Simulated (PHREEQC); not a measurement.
Consider water at 20 °C with 0.01 mol/kgw ZnSO4, 0.011 mol/kgw NaOH and 0.00052 mol/kgw MnSO4. Closed to the air; pH follows from the charge balance.

All values are PHREEQC results (ion-association model, wateq4f.dat), not measurements.

```yaml
pH: 8.73
ionic_strength: 0.0289 mol/kgw
total_alkalinity: 11.0 meq/kg
```

```
species     molality  activity   log γ
----------  --------  --------  ------
Na+           0.0108   0.00920  -0.068
SO4-2        0.00846   0.00454  -0.270
Zn(OH)2      0.00515   0.00518   0.003
Zn+2         0.00260   0.00144  -0.258
ZnSO4        0.00146   0.00147   0.003
ZnOH+       0.000672  0.000573  -0.069
Mn+2        0.000369  0.000204  -0.258
NaSO4-      0.000236  0.000203  -0.066
MnSO4       0.000149  0.000150   0.003
Zn(SO4)2-2  0.000107   5.65e-5  -0.276
Zn(OH)3-     1.03e-5   8.76e-6  -0.069
OH-          4.29e-6   3.63e-6  -0.072
MnOH+        2.16e-6   1.85e-6  -0.067
H+           2.13e-9   1.87e-9  -0.057
Zn(OH)4-2    1.40e-9  7.43e-10  -0.276
```

This is a speciation only: nothing precipitates in the calculation. Examples of supersaturated solids here: Zn(OH)2-e, Zn4(OH)6SO4. Others may be too. Species that the database lacks are ignored.
